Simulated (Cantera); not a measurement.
# Low-pressure radical oxidation in H2/O2

A perfectly stirred reactor is fed with 5.48 % H2, 94.5 % O2, equivalence ratio 0.029, at 0.00572 atm; it is held at 1325 K, and followed from long to short residence time.

Computed with Cantera and GRI-Mech 3.0 (53 species, 325 reactions). Radical loss at walls, strong at low pressure, is not modelled. The temperature is held fixed by assumption; the heat of reaction is taken as removed at once.

```tsv
τ (s)	x H2	x O2	x H2O2	x H	x O
1.1	0.000379	0.930	2.78e-8	0.00132	0.0117
0.36	0.000649	0.921	3.14e-8	0.00292	0.0199
0.12	0.000995	0.912	3.36e-8	0.00501	0.0283
0.038	0.00153	0.905	3.61e-8	0.00683	0.0337
0.012	0.00278	0.904	4.20e-8	0.00807	0.0344
0.0041	0.00581	0.906	5.29e-8	0.00888	0.0312
0.0013	0.0141	0.913	6.52e-8	0.00856	0.0235
0.00043	0.0333	0.929	4.68e-8	0.00486	0.0111
```
x: mole fraction; the columns are a selection and need not sum to one.
